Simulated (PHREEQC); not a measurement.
Make-up at 45 °C and 50 atm: 0.014 mol/kgw K3PO4, 0.0002 mol/kgw KCl and 0.002 mol/kgw Na2S. Closed to the air; pH follows from the charge balance.

All values are PHREEQC results (ion-association model, phreeqc.dat), not measurements.

| quantity | before | after |
|---|---|---|
| pH | 11.32 | 10.88 |
| ionic strength (mol/kgw) | 0.0690 | 0.0614 |

Q: Name the change that produced these shifts.
(A) K3PO4 from 0.014 to 0.0014 mol/kgw
(B) Na2S from 0.002 to 0.02 mol/kgw
(C) K3PO4 left out
(D) Na2S replaced by NaBF4 at the same molality
(E) diluted 100-fold with water

A: D, Na2S replaced by NaBF4 at the same molality

Precipitation was switched off in this run. Under pressure, the constants of complexes without a molar volume in the database are unreliable. At this temperature some constants are extrapolated from 25 °C, and those without enthalpy data are left unchanged. Real BF4- forms and hydrolyses slowly; the run takes it at equilibrium. The database's pK near 12.9 for HS-/S-2 is now thought far too low, so its S-2 is overstated.
